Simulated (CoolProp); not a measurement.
Vapour-liquid equilibrium of trans-2-butene (1) + acetone (2) at 77.65 °C; x and y are mole fractions of (1).

Model: multi-fluid Helmholtz-energy mixture model, Lemmon 2005 and Lemmon 2006; pair parameters Bell 2016, in CoolProp.

Give the bubble pressure and the first vapour's composition at x = 0.05, 0.65, 0.95. Is there an azeotrope?

x = 0.05: 2.862 bar, y = 0.312; x = 0.65: 8.047 bar, y = 0.845; x = 0.95: 9.267 bar, y = 0.966. No azeotrope shows between x = 0.05 and 0.95.

Pair parameters are fitted to limited data, so mixtures are less certain than the pure fluids.
